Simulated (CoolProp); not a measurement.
50 sccm (0 °C, 1 atm) of nitrogen bubbles through liquid octamethylcyclotetrasiloxane (D4) at 336.4 K and leaves saturated at a total pressure of 0.0166 MPa (ideal gas phase). Each further row changes one setting.

Computed with CoolProp (reference Helmholtz-energy equation of state, Thol 2015).

```json
[
 {"case": "as stated", "vapour pressure (kPa)": "1.54", "mole fraction of vapour": "0.0925", "delivery (mg/min)": "67.4", "delivery (sccm)": "5.10", "change of delivery for a bath 1 K warmer (%)": "6.2"},
 {"case": "bath temperature 341.4 K", "vapour pressure (kPa)": "2.00", "mole fraction of vapour": "0.121", "delivery (mg/min)": "90.8", "delivery (sccm)": "6.86", "change of delivery for a bath 1 K warmer (%)": "6.1"},
 {"case": "total pressure 0.0332 MPa", "vapour pressure (kPa)": "1.54", "mole fraction of vapour": "0.0462", "delivery (mg/min)": "32.1", "delivery (sccm)": "2.42", "change of delivery for a bath 1 K warmer (%)": "5.8"}
]
```
